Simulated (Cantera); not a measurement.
Charge: 1 mol FeS2, 0.36 mol SO2, 0.054 mol CO2, 0.051 mol SO3, equilibrated at 1348.15 K.

Cantera equilibrium calculation (NASA polynomials, part measured and part estimated; ideal gas, pure solids and liquids). Candidate condensed phases: C, Fe, Fe(CO)5, FeO, FeS, FeSO4, FeS2, Fe2O3, Fe2(SO4)3, Fe3O4, S; 25 gas species. FeS: taken at fixed stoichiometry. Equilibrium is a limit: real reactors are often held back by kinetics, nucleation or transport.

**Question.** At 2000000 Pa, list the 7 most abundant gas species with their mole fractions, and the condensed phases.

**Answer.** S2 0.471, SO2 0.431, CO2 0.0530, S2O 0.0409, CO 0.00153, COS 0.00126, SO 0.000739. Condensed: FeS(s).
